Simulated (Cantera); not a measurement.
Feed: 1 mol acetone, 0.41 mol H2O, equilibrated at 1330 Pa.

Method: chemical equilibrium by Gibbs-energy minimisation in Cantera with the NASA 1993 tables (ideal gas, pure condensed phases). Candidate condensed phases: C, C6H6, C7H8, C8H18, H2O; 110 gas species. The feed counts by its element totals alone. Kinetics and transport are ignored.

Problem. At 1052 °C, list the 5 most abundant gas species with their mole fractions, and the condensed phases.

Solution. H2 0.707, CO 0.293, CH4 4.48e-5, H2O 1.99e-5, H 1.19e-5. Condensed: C(graphite).
